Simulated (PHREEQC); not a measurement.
A solution holds 42 mmol/kgw CaCl2, 13 mmol/kgw Na2SO4 and 12 mmol/kgw MgCl2, at 25 °C. Closed to the air; pH follows from the charge balance.

All values are PHREEQC results (Pitzer model, pitzer.dat), not measurements.

- ionic strength: 0.201 mol/kgw
- specific conductance: 12700 µS/cm
- density: 1.003 g/cm³
- osmotic coefficient: 0.844

```json
[
 {"species": "Cl-", "molality": "0.108", "activity": "0.0774", "log γ": "-0.145"},
 {"species": "Ca+2", "molality": "0.0420", "activity": "0.0125", "log γ": "-0.526"},
 {"species": "Na+", "molality": "0.0260", "activity": "0.0198", "log γ": "-0.118"},
 {"species": "SO4-2", "molality": "0.0130", "activity": "0.00200", "log γ": "-0.812"},
 {"species": "Mg+2", "molality": "0.0120", "activity": "0.00386", "log γ": "-0.493"},
 {"species": "H+", "molality": "1.62e-7", "activity": "1.25e-7", "log γ": "-0.113"},
 {"species": "OH-", "molality": "1.37e-7", "activity": "8.08e-8", "log γ": "-0.230"},
 {"species": "MgOH+", "molality": "5.65e-8", "activity": "4.78e-8", "log γ": "-0.072"},
 {"species": "HSO4-", "molality": "3.18e-8", "activity": "2.39e-8", "log γ": "-0.125"}
]
```

No solid was allowed to form.
